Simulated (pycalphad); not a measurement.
## Effect of B content in Hf-Ti-B

All values are pycalphad results on the COST 507 light-alloy database (1999) (1 atm), not direct measurements. The data set is of 1999 and partly superseded. Phase fractions are per mole of atoms. Diffusion is slow at the low end, where real alloys seldom reach equilibrium.

Problem. One of these alloys has its liquidus at 1900 K, its solidus at 1815 K, and holds HCP_A3 0.97, BM 0.03 at 925 K. Which?
A. Hf-78Ti-0.2785B (wt.%)
B. Hf-81.52Ti-0.5822B (wt.%)
C. Hf-85.37Ti-0.9146B (wt.%)

Solution. A, Hf-78Ti-0.2785B (wt.%). The others: Hf-81.52Ti-0.5822B (wt.%), liquidus 1874, solidus 1815; Hf-85.37Ti-0.9146B (wt.%), liquidus 1851, solidus 1815

Database names, with the compositions (at.%) that they take in these runs: BM: Ti 49 B 50 Hf 0. HCP_A3 is hcp.
